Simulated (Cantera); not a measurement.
Feed: 1 mol Si, 0.047 mol Br2, 3.3 mol N2, equilibrated at 577 °C and 1900 Pa.

Method: chemical equilibrium by Gibbs-energy minimisation in Cantera with the NASA 1993 tables (ideal gas, pure condensed phases). Candidate condensed phases: Br2, Si, Si3N4; 13 gas species. N2 is the only nitrogen source here; it is nearly inert below about 1500 K, so the nitride shown seldom forms there in practice. The numbers say what is thermodynamically allowed, not how fast it happens.

Base state: N2 0.991, SiBr4 0.00879 (mole fractions); condensed: Si3N4(s).

Question: What changes in the equilibrium state with this change: temperature from 577 °C to 1175 °C?

Answer: 
```tsv
species	before	after
N2	0.991	0.981
SiBr2	3.32e-9	0.0108
Br	1.15e-6	0.00587
SiBr4	0.00879	0.00125
SiBr3	1.74e-7	0.000769
Br2	4.82e-8	1.30e-5
Si3N4(s), mol	0.326	0.322
```
The tables' values for SiBr3 are old estimates; treat these amounts as uncertain.

Question: What changes in the equilibrium state with this change: temperature from 577 °C to 1077 °C?

Answer: 
| species | before | after |
|---|---|---|
| N2 | 0.991 | 0.986 |
| SiBr4 | 0.00879 | 0.00516 |
| SiBr2 | 3.32e-9 | 0.00430 |
| SiBr3 | 1.74e-7 | 0.000814 |
| Br | 1.15e-6 | 0.00328 |
| Br2 | 4.82e-8 | 1.34e-5 |
| Si3N4(s), mol | 0.326 | 0.324 |
The tables' values for SiBr3 are old estimates; treat these amounts as uncertain.
